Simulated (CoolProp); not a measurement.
The fluoroketone C6F12O (FK-5-1-12) along the isotherm 500 K: Z from the reference equation and from simpler models built on Tc = 441.8 K, pc = 18.69 bar, ω = 0.471; each cubic takes its own stable root.

Model: reference Helmholtz-energy equation of state, McLinden 2015, in CoolProp.

| p (bar) | phase | reference |
|---|---|---|
| 0.0887 | gas | 0.9990 |
| 0.202 | gas | 0.9976 |
| 0.459 | gas | 0.9946 |
| 1.05 | gas | 0.9876 |
| 2.38 | gas | 0.9718 |
| 5.41 | gas | 0.9353 |
| 12.3 | gas | 0.8482 |
| 28 | supercritical | 0.6248 |

Q: How far does each simpler model (Soave-Redlich-Kwong, Peng-Robinson) lie from the reference over these 8 states: mean and median of the absolute difference, and the worst?

A: 
- Soave-Redlich-Kwong: mean 0.8 %, median 0.1 %, worst +5.3 % at 500 K and 28 bar
- Peng-Robinson: mean 0.3 %, median 0.1 %, worst -1.5 % at 500 K and 12.3 bar
